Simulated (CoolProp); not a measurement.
Saturation properties of C3F8 (R218).

Values from CoolProp's reference Helmholtz-energy equation of state, Lemmon 2006. It is a short technical equation, of lower accuracy than the large ones.

```json
[
 {"T (°C)": "-27.45", "p (bar)": "1.517", "vapour density (kg/m³)": "15.02", "enthalpy of vaporisation (kJ/kg)": "101.6"},
 {"T (°C)": "-20.65", "p (bar)": "1.992", "vapour density (kg/m³)": "___", "enthalpy of vaporisation (kJ/kg)": "98.93"},
 {"T (°C)": "-13.75", "p (bar)": "2.583", "vapour density (kg/m³)": "25.02", "enthalpy of vaporisation (kJ/kg)": "96.05"},
 {"T (°C)": "-6.95", "p (bar)": "3.286", "vapour density (kg/m³)": "31.64", "enthalpy of vaporisation (kJ/kg)": "93.06"},
 {"T (°C)": "-0.05", "p (bar)": "___", "vapour density (kg/m³)": "___", "enthalpy of vaporisation (kJ/kg)": "89.84"},
 {"T (°C)": "6.75", "p (bar)": "5.131", "vapour density (kg/m³)": "49.35", "enthalpy of vaporisation (kJ/kg)": "86.45"},
 {"T (°C)": "13.55", "p (bar)": "6.292", "vapour density (kg/m³)": "60.86", "enthalpy of vaporisation (kJ/kg)": "82.82"},
 {"T (°C)": "20.45", "p (bar)": "___", "vapour density (kg/m³)": "74.90", "enthalpy of vaporisation (kJ/kg)": "78.84"},
 {"T (°C)": "27.25", "p (bar)": "___", "vapour density (kg/m³)": "91.61", "enthalpy of vaporisation (kJ/kg)": "74.55"},
 {"T (°C)": "34.15", "p (bar)": "11.02", "vapour density (kg/m³)": "112.3", "enthalpy of vaporisation (kJ/kg)": "69.73"},
 {"T (°C)": "40.95", "p (bar)": "13.05", "vapour density (kg/m³)": "137.5", "enthalpy of vaporisation (kJ/kg)": "64.40"},
 {"T (°C)": "47.85", "p (bar)": "___", "vapour density (kg/m³)": "170.2", "enthalpy of vaporisation (kJ/kg)": "58.16"},
 {"T (°C)": "54.65", "p (bar)": "18.00", "vapour density (kg/m³)": "213.1", "enthalpy of vaporisation (kJ/kg)": "50.80"},
 {"T (°C)": "61.55", "p (bar)": "21.02", "vapour density (kg/m³)": "___", "enthalpy of vaporisation (kJ/kg)": "41.18"}
]
```

Q: Fill in the missing entries.

A: 
- -20.65, vapour density (kg/m³): 19.48
- -0.05, p (bar): 4.138
- -0.05, vapour density (kg/m³): 39.75
- 20.45, p (bar): 7.659
- 27.25, p (bar): 9.212
- 47.85, p (bar): 15.39
- 61.55, vapour density (kg/m³): 276.3

It boils at -36.8 °C under 1 atm.
